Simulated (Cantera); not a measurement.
What does this Cantera script print?

```python
import numpy as np
import cantera as ct

gas_names = """
    CL CLO CL2 Mg MgCL MgCL2 MgO Mg2 O O2 O3 Si SiCL SiCL2 SiCL3 SiCL4 SiO SiO2 Si2 Si3
""".split()
cond_names = """
    Mg(cr) Mg(L) MgCL2(s) MgCL2(L) MgO(s) MgO(L) MgSiO3(I) MgSiO3(II) MgSiO3(III) MgSiO3(L) Mg2SiO4(s)
    Mg2SiO4(L) Si(cr) Si(L) SiO2(Lqz) SiO2(hqz) SiO2(L)
""".split()


# ... load() reads the species with a 1 bar reference pressure and builds the phases ...
atoms = {
    'SiO2': {'Si': 1, 'O': 2},
    'MgCl2': {'Mg': 1, 'CL': 2},
    'O2': {'O': 2},
}
top_T = {}  # K; cautious upper limits of use, not melting points


# ... equilibrate(T, P, feed) seeds the gas with the atoms and calls Mixture.equilibrate('TP', solver="vcs", rtol=1e-11, max_steps=5000) ...
results = []
T = 1523.15  # K
P = 280  # Pa
for m in [0.14, 0.37, 0.59, 0.82, 1, 1.3, 1.5, 1.7]:
    feed = {'SiO2': 1, 'MgCl2': m, 'O2': 0.87}  # mol
    mix = equilibrate(T, P, feed)
    results.append((T, P, feed, dict(zip(mix.species_names, mix.species_moles))))

top = {s: max(r[3][s] / sum(r[3][g] for g in gas_names) for r in results) for s in gas_names}
cols = sorted((s for s in top if top[s] > 1e-05), key=lambda s: -top[s])[:7]
seen = [c for c in cond_names if any(r[3].get(c, 0) > 1e-12 for r in results)]
print("log10 of partial pressures in bar; condensed amounts in mol")
print(f"{'n(MgCl2)':>10s}" + "".join(f"{s[:9]:>10s}" for s in cols + seen))
for T, P, feed, n in results:
    ng = sum(n[g] for g in gas_names)
    print(f"{feed['MgCl2']:10.4g}" + "".join(f"{np.log10(max(n[s] / ng * P / 1e5, 1e-99)):10.3f}" for s in cols)
          + "".join(f"{n.get(c, 0):10.4g}" for c in seen))
```

It prints:

```
log10 of partial pressures in bar; condensed amounts in mol
  n(MgCl2)        O2        CL     MgCL2       CL2       CLO         O MgSiO3(II Mg2SiO4(s SiO2(hqz)
      0.14    -2.668    -3.252    -4.593    -4.170    -6.208    -6.592    0.1304         0    0.8696
      0.37    -2.820    -3.008    -4.029    -3.682    -6.039    -6.667    0.3263         0    0.6737
      0.59    -2.948    -2.921    -3.790    -3.508    -6.017    -6.732    0.5009         0    0.4991
      0.82    -3.076    -2.873    -3.632    -3.413    -6.033    -6.795    0.6715         0    0.3285
         1    -3.173    -2.851    -3.538    -3.368    -6.059    -6.844    0.7965         0    0.2035
       1.3    -3.335    -2.830    -3.415    -3.326    -6.119    -6.925    0.9869         0   0.01306
       1.5    -3.400    -2.844    -3.279    -3.354    -6.166    -6.958    0.9686   0.03136         0
       1.7    -3.498    -2.842    -3.225    -3.350    -6.213    -7.006    0.8741    0.1259         0
```

These are equilibrium values from Cantera (NASA tables, ideal gas, pure condensed phases), not measurements of a reactor. Mutual solubility and eutectic melting of coexisting phases are not modelled. The tables hold silica as quartz up to 1696 K and as liquid above; real silica turns to tridymite and cristobalite and melts near 1996 K. Condensed phases not in the tables: alloys, solid solutions and most ternary compounds.
